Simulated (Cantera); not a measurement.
A perfectly stirred reactor is fed with CO : O2 : H2O : N2 = 0.0036 : 0.0021 : 0.0027 : 1 (molar parts), at 1.00 bar; it is held at 1325 K, and followed from long to short residence time.

Computed with Cantera and GRI-Mech 3.0 (53 species, 325 reactions).

What does this change do: pressure from 1.00 bar to 2.20 bar?


| quantity | before | after |
|---|---|---|
| x(CO) at τ = 11.0 s | 3.30e-5 | 1.85e-5 |
| x(O2) at τ = 11.0 s | 0.000315 | 0.000307 |
| x(H2O) at τ = 11.0 s | 0.00267 | 0.00268 |
| x(H) at τ = 11.0 s | 1.66e-6 | 4.10e-7 |
| x(CO2) at τ = 11.0 s | 0.00354 | 0.00356 |
| x(CO) at τ = 0.220 s | 0.000326 | 0.000219 |
| x(O2) at τ = 0.220 s | 0.000482 | 0.000416 |
| x(H2O) at τ = 0.220 s | 0.00259 | 0.00264 |
| x(H) at τ = 0.220 s | 3.95e-5 | 1.09e-5 |
| x(CO2) at τ = 0.220 s | 0.00325 | 0.00336 |

What does this change do: pressure from 1.00 bar to 0.200 bar?


```tsv
quantity	before	after
x(CO) at τ = 11.0 s	3.30e-5	0.000134
x(O2) at τ = 11.0 s	0.000315	0.000381
x(H2O) at τ = 11.0 s	0.00267	0.00261
x(H) at τ = 11.0 s	1.66e-6	2.67e-5
x(CO2) at τ = 11.0 s	0.00354	0.00344
x(CO) at τ = 0.220 s	0.000326	0.000761
x(O2) at τ = 0.220 s	0.000482	0.000774
x(H2O) at τ = 0.220 s	0.00259	0.00230
x(H) at τ = 0.220 s	3.95e-5	0.000339
x(CO2) at τ = 0.220 s	0.00325	0.00281
```
